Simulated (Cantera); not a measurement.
Diamond growth

A diamond (100) surface in a fixed gas of H2 with x(CH4) = 0.018, x(CH3) = 0.00014, at 1175 K, 105 Torr; coverages are run to steady state.

Cantera simulation using the Harris–Goodwin 1993 mechanism for the reconstructed diamond (100) surface; the numbers are that mechanism's predictions, not measurements.

```json
[
 {"x(H)": "0.0001", "growth (µm/h)": "0.525", "θ c6HH": "0.603", "θ c6H*": "0.0262", "θ c6*H": "0.353", "θ c6**": "0.00495", "θ c6HM": "0.00665"},
 {"x(H)": "0.00025", "growth (µm/h)": "1.47", "θ c6HH": "0.523", "θ c6H*": "0.0311", "θ c6*H": "0.419", "θ c6**": "0.0108", "θ c6HM": "0.00840"},
 {"x(H)": "0.00061", "growth (µm/h)": "3.37", "θ c6HH": "0.482", "θ c6H*": "0.0335", "θ c6*H": "0.451", "θ c6**": "0.0172", "θ c6HM": "0.00904"},
 {"x(H)": "0.0015", "growth (µm/h)": "6.70", "θ c6HH": "0.463", "θ c6H*": "0.0347", "θ c6*H": "0.466", "θ c6**": "0.0223", "θ c6HM": "0.00805"},
 {"x(H)": "0.0037", "growth (µm/h)": "11.1", "θ c6HH": "0.456", "θ c6H*": "0.0353", "θ c6*H": "0.474", "θ c6**": "0.0252", "θ c6HM": "0.00570"},
 {"x(H)": "0.0093", "growth (µm/h)": "15.2", "θ c6HH": "0.454", "θ c6H*": "0.0358", "θ c6*H": "0.478", "θ c6**": "0.0268", "θ c6HM": "0.00318"},
 {"x(H)": "0.023", "growth (µm/h)": "17.8", "θ c6HH": "0.454", "θ c6H*": "0.0364", "θ c6*H": "0.480", "θ c6**": "0.0275", "θ c6HM": "0.00153"},
 {"x(H)": "0.057", "growth (µm/h)": "19.2", "θ c6HH": "0.454", "θ c6H*": "0.0375", "θ c6*H": "0.479", "θ c6**": "0.0280", "θ c6HM": "0.000668"},
 {"x(H)": "0.14", "growth (µm/h)": "20.1", "θ c6HH": "0.454", "θ c6H*": "0.0400", "θ c6*H": "0.477", "θ c6**": "0.0288", "θ c6HM": "0.000285"}
]
```
θ: site fractions in the mechanism's names (c6HH fully hydrogenated, c6H* and c6*H radical sites, c6** diradical, c6HM methylated).
